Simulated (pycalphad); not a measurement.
## Invariant reactions of Cu-Y

Source of the numbers: pycalphad with the COST 507 light-alloy database (1999); pressure 1 atm. These are 1990s assessments: newer ones move some temperatures and phases. Diffusion is slow at the low end, where real alloys seldom reach equilibrium.

| type | reaction on cooling | T (K) | Y in phase 1 (wt.%) | Y in phase 2 (wt.%) | Y in phase 3 (wt.%) |
|---|---|---|---|---|---|
| peritectic | liquid + bcc → hcp | 1752.0 | 98.4 | >99.99 | >99.99 |
| peritectic | liquid + CU4Y → CU6Y | 1183.9 | 17.7 | 19.5 | 25.9 |
| eutectic | liquid → fcc + CU6Y | 1152.8 | <0.01 | 12.7 | 17.1 |
| eutectic | liquid → CU7Y2 + CU2Y_H | 1148.6 | 28.6 | 37.4 | 41.2 |
| eutectic | liquid → CU2Y_R + CUY | 1112.9 | 41.2 | 47.9 | 58.3 |
| eutectic | liquid → CUY + hcp | 1070.0 | 58.3 | 71.9 | >99.99 |

Phases 1 to 3 are ordered by rising Y content. The map covers 500 K to 2000 K; reactions that its mapper missed or could not classify are not listed.

Database names, with the compositions (at.%) that they take in these runs: CU4Y: Cu 80 Y 20; CUY: Cu 50 Y 50; CU6Y: Cu 84-87 Y 13-16; CU7Y2: Cu 78 Y 22; CU2Y_H: Cu 67 Y 33; CU2Y_R: Cu 67 Y 33.
